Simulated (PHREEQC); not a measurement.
Solution (20 °C): 150 mmol/kgw KHSO4 and 160 mmol/kgw Al(NO3)3. Closed to the air; pH follows from the charge balance.

Equilibrium calculation in PHREEQC: ion-association model, wateq4f.dat.

No solid was allowed to form.

Estimate the pH, ionic strength.

pH 1.07; ionic strength 0.799 mol/kgw.

In which forms is S present?

AlSO4+ 52 %, HSO4- 24 %, SO4-2 12 %, Al(SO4)2- 9.8 %, KSO4- 1.8 %, AlHSO4+2 0.7 % of the S.

Caution: at this ionic strength the ion-association model is outside its range; a Pitzer model would be the better tool where its parameters exist.
